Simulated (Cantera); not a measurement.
A Cantera script and what it prints.

```python
import numpy as np
import cantera as ct

gas_names = [...]  # 151 gases of nasa_gas.yaml made of C, H, N, O, Si
cond_names = """
    C(gr) C6H6(L) C7H8(L) C8H18(L),n-octa H2O(s) H2O(L) Si(cr) Si(L) SiC(b) SiO2(Lqz) SiO2(hqz) SiO2(L)
    Si2N2O(s) Si3N4(a)
""".split()


# ... load() reads the species with a 1 bar reference pressure and builds the phases ...
atoms = {
    'HMDSO': {'Si': 2, 'C': 6, 'H': 18, 'O': 1},
    'O2': {'O': 2},
    'N2': {'N': 2},
}
top_T = {'C(gr)': 4500, 'SiC(b)': 3050, 'Si2N2O(s)': 2100, 'Si3N4(a)': 2400}  # K; cautious upper limits of use, not melting points


# ... equilibrate(T, P, feed) seeds the gas with the atoms and calls Mixture.equilibrate('TP', solver="vcs", rtol=1e-11, max_steps=5000) ...
results = []
feed = {'HMDSO': 1, 'O2': 4, 'N2': 190}  # mol
T = 2050  # K
P = 170  # Pa
mix = equilibrate(T, P, feed)
results.append((T, P, feed, dict(zip(mix.species_names, mix.species_moles))))
x = sorted(zip(gas.X, gas.species_names), reverse=True)
print(f"T = {T:g} K  P = {P:g} Pa  gas = {mix.phase_moles(0):.4g} mol")
print("   x: " + "  ".join(f"{s} {v:.3e}" for v, s in x if v > 1e-05))
print("   condensed (mol): " + ("  ".join(f"{mix.phase(i).name} {mix.phase_moles(i):.4g}"
      for i in range(1, mix.n_phases) if mix.phase_moles(i) > 1e-12) or "none"))
```

Result:

```
T = 2050 K  P = 170 Pa  gas = 208.1 mol
   x: N2 9.131e-01  H2 3.417e-02  CO 2.815e-02  H 1.017e-02  SiO 9.607e-03  H2O 3.938e-03  CO2 6.811e-04  OH 1.281e-04  O 2.752e-05  NO 2.399e-05
   condensed (mol): none
```

Equilibrium computed with Cantera from the NASA thermochemical tables; the gas is ideal and each condensed phase is pure. The feed counts by its element totals alone.
